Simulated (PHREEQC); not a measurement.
Na2CO3 is added in steps, without added water, to 1 kg of water holding 7.8 mmol/kgw HCl, 0.88 mmol/kgw NiCl2 and 6.9 mmol/kgw CuCl2, at 20 °C. O2 is buffered at 0.21 atm. No CO2 enters from the air. Solids allowed: Cu(OH)2, Malachite, Atacamite, Ni(OH)2, NiCO3, Halite, Nahcolite, Natron. Others were left out.

Base run: PHREEQC, ion-association model, wateq4f.dat. Each further column changes one thing. The table gives pH.

```csv
Na2CO3 added (mol),base,CuCl2 from 0.0069 to 0.069 mol/kgw,CuCl2 from 0.0069 to 0.00069 mol/kgw,CuCl2 from 0.0069 to 0.00621 mol/kgw,no solid may form
0,2.17,2.21,2.15,2.17,2.17
0.002875,2.75,2.78,2.73,2.74,2.75
0.00575,4.81,3.99,6.08,___,5.86
0.008625,4.96,4.01,7.13,5.03,6.36
0.0115,5.65,4.03,9.11,5.93,6.74
0.01438,6.45,4.05,9.66,___,___
0.01725,7.11,___,9.88,7.50,7.72
0.02013,8.60,4.09,10.01,9.00,___
0.023,9.32,4.11,10.11,___,8.83
```

Task: Fill in the missing entries.

Result: 
- 0.00575, CuCl2 from 0.0069 to 0.00621 mol/kgw: 4.84
- 0.01438, CuCl2 from 0.0069 to 0.00621 mol/kgw: 6.63
- 0.01438, no solid may form: 7.18
- 0.01725, CuCl2 from 0.0069 to 0.069 mol/kgw: 4.07
- 0.02013, no solid may form: 8.28
- 0.023, CuCl2 from 0.0069 to 0.00621 mol/kgw: 9.46

The database's constant for dissolved Cu(OH)2 is higher than later reviews accept. The database's nickel carbonate constants are estimates that later reviews lower a good deal. The database's Ni(OH)2 is the aged solid; a fresh precipitate is more soluble.  In at least one series the solution becomes supersaturated in solids that the run did not let form, among them Cu(OH)2, Malachite, Atacamite, Ni(OH)2.
